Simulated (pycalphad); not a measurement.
Source of the numbers: pycalphad with the COST 507 light-alloy database (1999); pressure 1 atm. The data set is of 1999 and partly superseded. Diffusion is slow at the low end, where real alloys seldom reach equilibrium.

# Ti-29.33C (wt.%): equilibrium cooling sequence

| T (°C) | phases above | phases below |
|---|---|---|
| 2844.6 | liquid | fcc + liquid |
| 2770.9 | fcc + liquid | fcc + graphite |

Changes were sought between steps of 50 K, so a narrower field can be missed.

The fcc model also describes the rock-salt carbide or nitride (TiC, TiN, HfC).
